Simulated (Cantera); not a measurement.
Feed: 1 mol Ta2O5, 6 mol CO, at 6.30 Torr.

These are equilibrium values from Cantera (NASA tables, ideal gas, pure condensed phases), not measurements of a reactor. Candidate condensed phases: C, Ta, TaC, Ta2O5; 15 gas species. Equilibrium is a limit: real reactors are often held back by kinetics, nucleation or transport.

At 2127 °C, list the 5 most abundant gas species with their mole fractions, and the condensed phases.

CO 0.983, TaO2 0.0107, CO2 0.00590, TaO 0.000444, O 0.000132. Condensed: Ta2O5(l).
